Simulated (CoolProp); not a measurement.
Vapour-liquid equilibrium of isobutane (1) + isobutene (2) at -24.45 °C; x and y are mole fractions of (1).

The numbers come from the multi-fluid Helmholtz-energy mixture model, Bücker 2006 and Lemmon 2005; pair parameters Bell 2016 in CoolProp.

| x | bubble pressure, mixture model (bar) | bubble pressure, Raoult's law (bar) | y, mixture model | y, Raoult's law |
|---|---|---|---|---|
| 0.05 | 0.4923 | 0.4900 | 0.065 | 0.061 |
| 0.15 | 0.5075 | 0.5014 | 0.186 | 0.179 |
| 0.25 | 0.5215 | 0.5128 | 0.298 | 0.292 |
| 0.35 | 0.5344 | 0.5243 | 0.403 | 0.400 |
| 0.45 | 0.5463 | 0.5357 | 0.503 | 0.503 |
| 0.55 | 0.5574 | 0.5471 | 0.598 | 0.602 |
| 0.65 | 0.5677 | 0.5586 | 0.690 | 0.697 |
| 0.75 | 0.5773 | 0.5700 | ___ | 0.788 |
| 0.85 | ___ | 0.5814 | ___ | 0.875 |
| 0.95 | 0.5946 | 0.5929 | 0.956 | 0.959 |

### Question
Some entries are withheld; supply them.

### Answer

- 0.75, y, mixture model: 0.780
- 0.85, bubble pressure, mixture model (bar): 0.5863
- 0.85, y, mixture model: 0.869

The largest gap from Raoult's law is +2.0 % in bubble pressure, at x = 0.45. No azeotrope shows between x = 0.05 and 0.95.

Pair parameters are fitted to limited data, so mixtures are less certain than the pure fluids.
